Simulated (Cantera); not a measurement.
Cantera run, input and output.

```python
import numpy as np
import cantera as ct

gas = ct.Solution("gri30.yaml")
gas.TPX = 1650, 70, {'CH4': 1, 'H2': 40}
reactor = ct.IdealGasConstPressureReactor(gas, energy="off", clone=False)
net = ct.ReactorNet([reactor])
net.rtol, net.atol = 1e-08, 1e-18
show = ['CH4', 'H2', 'C2H4', 'C2H6', 'C2H']
times = np.geomspace(7e-06, 80, 11)

steps = ct.SolutionArray(gas, extra=["t"])
rows = []
print(f"{'t/s':>10s}{'T/K':>9s}{'P/Pa':>11s}" + "".join(f"{s:>11s}" for s in show))
for t in times:
    while net.time < t:
        t_next = net.step()
        steps.append(gas.state, t=t_next)
    rows.append([np.interp(t, steps.t, y) for y in (steps.T, steps.P, *steps(*show).X.T)])
    print(f"{t:10.3e}{rows[-1][0]:9.1f}{rows[-1][1]:11.4g}" + "".join(f"{x:11.3e}" for x in rows[-1][2:]))
rate = np.gradient(steps.T, steps.t)
print("integrator steps:", len(steps.t))
if steps.T.max() > steps.T[0] + 200:
    print(f"time of steepest temperature rise: {steps.t[rate.argmax()]:.4e} s")
gas.TPX = 1650, 70, {'CH4': 1, 'H2': 40}
gas.equilibrate("TP")
print(f"equilibrium (TP): T = {gas.T:.1f} K  " + "  ".join(f"{s} {gas[s].X[0]:.3e}" for s in show))
```

Result:

```
       t/s      T/K       P/Pa        CH4         H2       C2H4       C2H6        C2H
 7.000e-06   1650.0         70  2.439e-02  9.756e-01  4.577e-21  2.689e-22  2.649e-38
 3.555e-05   1650.0         70  2.439e-02  9.756e-01  2.702e-19  3.733e-20  5.818e-35
 1.806e-04   1650.0         70  2.439e-02  9.756e-01  2.150e-17  6.617e-18  1.312e-31
 9.173e-04   1650.0         70  2.439e-02  9.756e-01  5.834e-15  1.449e-15  9.954e-28
 4.659e-03   1650.0         70  2.439e-02  9.756e-01  1.048e-12  2.144e-13  5.839e-24
 2.366e-02   1650.0         70  2.439e-02  9.756e-01  1.397e-10  2.128e-11  2.170e-20
 1.202e-01   1650.0         70  2.438e-02  9.756e-01  1.779e-08  1.140e-09  8.239e-17
 6.105e-01   1650.0         70  2.431e-02  9.755e-01  1.794e-06  3.117e-08  3.704e-13
 3.101e+00   1650.0         70  2.346e-02  9.752e-01  3.311e-05  4.253e-07  7.699e-10
 1.575e+01   1650.0         70  1.268e-02  9.799e-01  2.097e-05  3.151e-07  3.625e-08
 8.000e+01   1650.0         70  2.169e-03  9.847e-01  1.506e-06  1.367e-08  1.064e-07
integrator steps: 821
equilibrium (TP): T = 1650.0 K  CH4 1.454e-05  H2 9.847e-01  C2H4 5.905e-07  C2H6 1.245e-12  C2H 1.805e-07
```

Detailed kinetics in Cantera: GRI-Mech 3.0 (53 species, 325 reactions). GRI-Mech 3.0 stops at C3 and has no aromatics, soot or wall deposition, so with more carbon than oxygen in the feed, carbon stays in small species such as C2H2 where larger ones or solid carbon would form. Radical loss at walls, strong at low pressure, is not modelled.
